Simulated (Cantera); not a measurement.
A closed system holds: 1 mol C2H5OH, a varied amount of H2, 21 mol N2, held at 75.0 Torr.

Equilibrium computed with Cantera from the NASA thermochemical tables; the gas is ideal and each condensed phase is pure. Candidate condensed phases: C, C6H6, C7H8, C8H18, H2O; 136 gas species. Kinetics and transport are ignored.

**Question.** What condenses at these points (T in °C, n(H2) in mol): (2550, 36); (2150, 11); (2250, 45); (2250, 36); (1650, 9.1)?

**Answer.** 
| T (°C) | n(H2) in mol | condensed phases | C condensed (%) |
|---|---|---|---|
| 2550 | 36 | gas only | 0.0 |
| 2150 | 11 | gas only | 0.0 |
| 2250 | 45 | gas only | 0.0 |
| 2250 | 36 | gas only | 0.0 |
| 1650 | 9.1 | C | 40.5 |
